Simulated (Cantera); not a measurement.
Thermodynamics of silicon carbide growth, feed SiH4 + C2H4 + H2 + C3H8

Charge: 1 mol SiH4, 0.066 mol C2H4, 5.6 mol H2, 0.016 mol C3H8, equilibrated at 2050 K.

These are equilibrium values from Cantera (NASA tables, ideal gas, pure condensed phases), not measurements of a reactor. Candidate condensed phases: C, C6H6, C7H8, C8H18, Si, SiC; 87 gas species. Mutual solubility and eutectic melting of coexisting phases are not modelled. Gases not in the tables: Si2H6 and higher silanes. The numbers say what is thermodynamically allowed, not how fast it happens.

From 0.750 Torr to 750 Torr the condensed part is Si(l) + SiC(s). The main Si-bearing gas is Si at 0.750 Torr and SiH2 at 750 Torr. The share of Si in condensed phases is highest at 750 Torr (99.8 %) and lowest at 0.750 Torr (24.0 %).

| P (Pa) | x H2 | x Si | x H | x Si2C | n Si(l) | n SiC(s) |
|---|---|---|---|---|---|---|
| 100 | 0.851 | 0.0773 | 0.0662 | 0.00260 | 0.0828 | 0.157 |
| 220 | 0.916 | 0.0351 | 0.0463 | 0.00118 | 0.501 | 0.170 |
| 460 | 0.949 | 0.0168 | 0.0326 | 0.000566 | 0.669 | 0.175 |
| 1000 | 0.969 | 0.00773 | 0.0223 | 0.000260 | 0.750 | 0.178 |
| 2200 | 0.981 | 0.00351 | 0.0151 | 0.000118 | 0.787 | 0.179 |
| 4600 | 0.987 | 0.00168 | 0.0105 | 5.66e-5 | 0.803 | 0.179 |
| 10000 | 0.992 | 0.000773 | 0.00714 | 2.60e-5 | 0.811 | 0.180 |
| 22000 | 0.995 | 0.000351 | 0.00482 | 1.18e-5 | 0.815 | 0.180 |
| 46000 | 0.996 | 0.000168 | 0.00334 | 5.66e-6 | 0.817 | 0.180 |
| 100000 | 0.997 | 7.73e-5 | 0.00227 | 2.60e-6 | 0.818 | 0.180 |
x: gas mole fraction; n: condensed amount in mol.
